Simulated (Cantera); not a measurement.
A Cantera script and its output.

```python
import numpy as np
import cantera as ct

gas = ct.Solution("gri30.yaml")
gas.TPX = 1075, 360000, {'CH3OH': 0.011, 'O2': 0.0038, 'N2': 1}
reactor = ct.IdealGasConstPressureReactor(gas, energy="off", clone=False)
net = ct.ReactorNet([reactor])
net.rtol, net.atol = 1e-08, 1e-18
show = ['CH3OH', 'O2', 'H2O', 'NO2', 'CH2']
times = np.geomspace(0.0001, 80, 9)

steps = ct.SolutionArray(gas, extra=["t"])
rows = []
print(f"{'t/s':>10s}{'T/K':>9s}{'P/Pa':>11s}" + "".join(f"{s:>11s}" for s in show))
for t in times:
    while net.time < t:
        t_next = net.step()
        steps.append(gas.state, t=t_next)
    rows.append([np.interp(t, steps.t, y) for y in (steps.T, steps.P, *steps(*show).X.T)])
    print(f"{t:10.3e}{rows[-1][0]:9.1f}{rows[-1][1]:11.4g}" + "".join(f"{x:11.3e}" for x in rows[-1][2:]))
rate = np.gradient(steps.T, steps.t)
print("integrator steps:", len(steps.t))
if steps.T.max() > steps.T[0] + 200:
    print(f"time of steepest temperature rise: {steps.t[rate.argmax()]:.4e} s")
gas.TPX = 1075, 360000, {'CH3OH': 0.011, 'O2': 0.0038, 'N2': 1}
gas.equilibrate("TP")
print(f"equilibrium (TP): T = {gas.T:.1f} K  " + "  ".join(f"{s} {gas[s].X[0]:.3e}" for s in show))
```

Output:

```
       t/s      T/K       P/Pa      CH3OH         O2        H2O        NO2        CH2
 1.000e-04   1075.0    3.6e+05  1.084e-02  3.745e-03  2.158e-09  1.918e-25  7.937e-12
 5.469e-04   1075.0    3.6e+05  1.084e-02  3.745e-03  1.188e-08  4.809e-23  7.937e-12
 2.991e-03   1075.0    3.6e+05  1.084e-02  3.744e-03  6.621e-08  9.611e-21  7.937e-12
 1.636e-02   1075.0    3.6e+05  1.084e-02  3.744e-03  5.737e-07  1.956e-18  7.934e-12
 8.944e-02   1075.0    3.6e+05  1.990e-03  1.603e-04  6.640e-03  5.942e-12  2.493e-08
 4.891e-01   1075.0    3.6e+05  1.437e-08  2.581e-06  7.185e-03  3.129e-14  9.888e-15
 2.675e+00   1075.0    3.6e+05  1.149e-11  6.574e-07  7.167e-03  5.590e-15  7.022e-16
 1.463e+01   1075.0    3.6e+05  2.027e-12  1.136e-07  7.141e-03  5.150e-16  2.885e-17
 8.000e+01   1075.0    3.6e+05  7.852e-13  1.217e-08  7.109e-03  1.963e-17  2.813e-18
integrator steps: 2481
equilibrium (TP): T = 1075.0 K  CH3OH 3.323e-13  O2 1.179e-20  H2O 4.813e-03  NO2 2.639e-25  CH2 1.332e-20
```

Cantera simulation using GRI-Mech 3.0 (53 species, 325 reactions); the numbers are that mechanism's predictions, not measurements. GRI-Mech 3.0 was tuned for natural gas; its chemistry of methanol as a main component is partial and can be far from experiment.
